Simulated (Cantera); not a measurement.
A closed system holds: 1 mol B2H6, 9.3 mol NH3, 0.24 mol H2O, equilibrated at 1325 K and 2900 Pa.

These are equilibrium values from Cantera (NASA tables, ideal gas, pure condensed phases), not measurements of a reactor. Candidate condensed phases: B, BN, B2O3, B3O3H3, H2O; 39 gas species. The feed counts by its element totals alone. Mutual solubility and eutectic melting of coexisting phases are not modelled. Equilibrium is a limit: real reactors are often held back by kinetics, nucleation or transport.

Base state: H2 0.820, N2 0.178, H2O 0.00119, HBO2 0.000838, HBO 9.18e-5, B2O3 1.26e-5 (mole fractions); condensed: BN(s) + B2O3(l).

Question: What changes in the equilibrium state with this change: NH3 from 9.3 to 1.4 mol?

Answer: 
| species | before | after |
|---|---|---|
| H2 | 0.820 | 0.996 |
| HBO | 9.18e-5 | 0.00242 |
| B3O3H3 | 6.43e-8 | 0.00118 |
| N2 | 0.178 | <1e-9 |
| B2O2 | 1.31e-7 | 7.52e-5 |
| H2O | 0.00119 | 2.53e-6 |
| BN(s), mol | 1.86 | 1.40 |
| B2O3(l), mol | 0.0591 | 0.0689 |
| B(s), mol | 0 | 0.429 |

Question: What changes in the equilibrium state with this change: B2H6 replaced by BCl3?

Answer: 
```
species         before     after
------------  --------  --------
H2               0.820     0.636
N2               0.178     0.212
HCl                  0     0.151
HBO2          0.000838  0.000760
BOCl                 0   3.03e-5
H2O            0.00119  0.000980
HBO            9.18e-5   7.85e-5
B2O3           1.26e-5   1.26e-5
BN(s), mol        1.86     0.857
B2O3(l), mol    0.0591    0.0624
```
The tables' values for BOCl are old estimates; treat these amounts as uncertain. Further candidate phases: NH4Cl.

Question: What changes in the equilibrium state with this change: pressure from 2900 Pa to 96.0 Pa?

Answer: 
| species | before | after |
|---|---|---|
| H2 | 0.820 | 0.818 |
| N2 | 0.178 | 0.178 |
| HBO2 | 0.000838 | 0.00261 |
| H2O | 0.00119 | 0.000382 |
| B2O2 | 1.31e-7 | 1.24e-5 |
| B2O3 | 1.26e-5 | 0.000382 |
| BN(s), mol | 1.86 | 1.86 |
| B2O3(l), mol | 0.0591 | 0.0265 |
